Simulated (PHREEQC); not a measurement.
A solution holds 7.4 mmol/kgw H2SO4, 0.044 mmol/kgw K2SO4 and 0.078 mmol/kgw H3BO3, at 15 °C. It is in equilibrium with CO2 at log p = -3.5 (atm). Otherwise closed; pH follows from the charge balance.

Equilibrium calculation in PHREEQC: ion-association model, phreeqc.dat.

Each row changes one thing in this solution. Precipitation was switched off in this run.

| case | pH | ionic strength (mol/kgw) | SO4-2 (mol/kgw) | HSO4- (mol/kgw) | KSO4- (mol/kgw) | HCO3- (mol/kgw) |
|---|---|---|---|---|---|---|
| as made | 1.97 | 0.0168 | 0.00468 | 0.00276 | 1.44e-6 | 5.75e-10 |
| K2SO4 from 4.4e-05 to 8.8e-05 mol/kgw | 1.97 | 0.0169 | 0.00471 | 0.00277 | 2.89e-6 | 5.76e-10 |
| temperature from 15 to 10 °C | 1.96 | 0.0171 | 0.00483 | 0.00261 | 1.35e-6 | 6.04e-10 |
| diluted 5-fold with water | 2.59 | 0.00404 | 0.00128 | 0.000213 | 1.00e-7 | 2.27e-9 |
| temperature from 15 to 70 °C | 2.05 | 0.0126 | 0.00259 | 0.00485 | 1.89e-6 | 2.80e-10 |

Complexes and solids missing from the database can't appear. Away from 25 °C the constants follow the database's enthalpies or fits; those with neither stay at their 25 °C values.
